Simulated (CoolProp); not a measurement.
Vapour pressure (bar) of dimethyl carbonate: the reference equation beside estimates from Tc = 557.0 K, pc = 49.09 bar, ω = 0.346.

Model: reference Helmholtz-energy equation of state, Zhou 2011, in CoolProp.

```csv
T (K),reference,van der Waals,Soave-Redlich-Kwong
296.6,0.06707,2.065,0.06297
303.9,0.09693,2.408,0.09149
311.3,0.1378,2.795,0.1308
318.7,0.1922,3.224,0.1834
326,0.2621,3.689,0.2514
333.4,0.3529,4.206,0.3403
340.8,0.4680,4.769,0.4536
348.1,0.6095,5.374,0.5938
355.5,0.7863,6.037,0.7697
362.9,1.002,6.753,0.9854
```

Absolute difference from the reference over all 10 rows, mean and median: van der Waals 1421.1 and 1199.7 %, Soave-Redlich-Kwong 3.8 and 3.8 %.
